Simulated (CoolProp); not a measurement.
A closed Brayton cycle with carbon dioxide: compressor inlet 332.15 K and 8.1 MPa, high pressure 23.2 MPa, turbine inlet 640 K, compressor efficiency 0.85, turbine efficiency 0.85, recuperator effectiveness 0 (on enthalpy, no pinch check). Each further row changes one setting.

The numbers come from the reference Helmholtz-energy equation of state, Span 1996 in CoolProp.

```tsv
case	thermal efficiency (%)	net work (kJ/kg)	compressor to turbine work	compressor exit (K)	turbine exit (K)
as stated	12.0	34.8	0.63	426.1	535.9
turbine inlet 590 K	10.8	24.7	0.71	426.1	489.4
compressor inlet 342.15 K	10.9	28.9	0.70	440.9	535.9
high pressure 19.7 MPa	10.7	32.6	0.60	411.0	551.8
recuperator effectiveness 0.5	15.3	34.8	0.63	426.1	535.9
```
